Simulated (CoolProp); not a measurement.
Properties of octamethylcyclotetrasiloxane (D4) along the isotherm 173.95 °C (Tc = 313.4 °C, pc = 1.347 MPa, ω = 0.598).

Values from CoolProp's reference Helmholtz-energy equation of state, Thol 2015.

```csv
p (MPa),phase,density (kg/m³),cp (kJ/(kg K)),speed of sound (m/s),expansivity (1/kK),fugacity coefficient
0.00639,gas,0.5122,1.672,112.4,2.275,0.9954
0.0114,gas,0.9172,1.673,112.0,2.305,0.9919
0.0202,gas,1.636,1.674,111.3,2.361,0.9856
0.0359,gas,2.942,1.678,110.0,2.465,0.9743
0.0639,gas,5.355,1.684,107.6,2.672,0.9543
0.114,liquid,768.0,1.992,467.0,1.836,0.7918
0.202,liquid,768.4,1.991,468.5,1.827,0.4510
0.359,liquid,769.3,1.990,471.3,1.813,0.2579
0.639,liquid,770.7,1.988,476.2,1.788,0.1492
1.14,liquid,773.2,1.985,484.6,1.746,0.08805
2.02,liquid,777.5,1.980,498.8,1.680,0.05440
```
